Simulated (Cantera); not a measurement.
Thermodynamics of silicon carbide growth, feed SiH4 + CH4 + H2

Charge: 1 mol SiH4, 0.43 mol CH4, 5.1 mol H2, at 1950 °C and 16.0 mbar.

Equilibrium computed with Cantera from the NASA thermochemical tables; the gas is ideal and each condensed phase is pure. Candidate condensed phases: C, C6H6, C7H8, C8H18, Si, SiC; 87 gas species. Mutual solubility and eutectic melting of coexisting phases are not modelled. Gases not in the tables: Si2H6 and higher silanes. Equilibrium is a limit: real reactors are often held back by kinetics, nucleation or transport.

```yaml
x(H2): 0.918
x(H): 0.0486
x(Si): 0.0288
x(Si2C): 0.00183
x(SiH): 0.00148
x(Si2): 0.000482
x(SiH2): 0.000305
x(Si3): 9.32e-5
x(SiC2): 3.99e-5
n(Si(l)): 0.287 mol
n(SiC(s)): 0.413 mol
gas_amount: 8.434 mol
log10 activity of C(graphite) (absent): -0.94
```
